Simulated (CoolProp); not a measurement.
Properties of R113 along the isotherm 300.7 K (Tc = 487.2 K, pc = 33.92 bar, ω = 0.253).

Model: reference Helmholtz-energy equation of state, Marx 1992, in CoolProp.

| p (bar) | phase | density (kg/m³) | cv (kJ/(kg K)) | Joule-Thomson coefficient (K/MPa) | isothermal compressibility (1/MPa) | expansivity (1/kK) |
|---|---|---|---|---|---|---|
| 22.6 | liquid | 1563 | 0.6726 | -0.3831 | 0.001765 | 1.499 |
| 45.2 | liquid | 1569 | 0.6735 | -0.3910 | 0.001691 | 1.459 |
| 67.8 | liquid | 1575 | 0.6744 | -0.3982 | 0.001625 | 1.423 |
| 90.5 | liquid | 1581 | 0.6755 | -0.4047 | 0.001565 | 1.389 |
| 113 | liquid | 1586 | 0.6765 | -0.4107 | 0.001510 | 1.358 |
| 136 | liquid | 1592 | 0.6776 | -0.4162 | 0.001459 | 1.329 |
| 158 | liquid | 1597 | 0.6786 | -0.4211 | 0.001413 | 1.302 |
| 181 | liquid | 1602 | 0.6798 | -0.4259 | 0.001370 | 1.277 |
| 204 | liquid | 1607 | 0.6809 | -0.4302 | 0.001329 | 1.252 |
| 226 | liquid | 1612 | 0.6820 | -0.4341 | 0.001293 | 1.230 |
| 249 | liquid | 1616 | 0.6831 | -0.4379 | 0.001257 | 1.209 |
| 271 | liquid | 1621 | 0.6842 | -0.4413 | 0.001225 | 1.189 |
| 294 | liquid | 1625 | 0.6853 | -0.4446 | 0.001194 | 1.170 |
| 317 | liquid | 1630 | 0.6864 | -0.4476 | 0.001165 | 1.151 |
| 339 | liquid | 1634 | 0.6875 | -0.4504 | 0.001138 | 1.134 |
